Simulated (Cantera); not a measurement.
Charge: 1 mol CH3OH, 98 mol H2, 0.4 mol N2, held at 1450 °C and 0.320 bar.

Equilibrium computed with Cantera from the NASA thermochemical tables; the gas is ideal and each condensed phase is pure. Candidate condensed phases: C, C6H6, C7H8, C8H18, H2O; 136 gas species. Kinetics and transport are ignored.

Base state: H2 0.986, CO 0.00983, N2 0.00394, H 0.000320, H2O 2.79e-5, CH4 1.48e-5, HCN 1.22e-5 (mole fractions); condensed: gas only.

### Question
What changes in the equilibrium state with this change: temperature from 1450 °C to 252 °C?

### Answer
```json
[
 {"species": "H2", "before": "0.986", "after": "0.974"},
 {"species": "CH4", "before": "1.48e-5", "after": "0.0101"},
 {"species": "H2O", "before": "2.79e-5", "after": "0.0101"},
 {"species": "CO", "before": "0.00983", "after": "<1e-9"},
 {"species": "H", "before": "0.000320", "after": "<1e-9"},
 {"species": "HCN", "before": "1.22e-5", "after": "<1e-9"},
 {"species": "NH3", "before": "6.78e-7", "after": "0.00282"},
 {"species": "N2", "before": "0.00394", "after": "0.00263"}
]
```
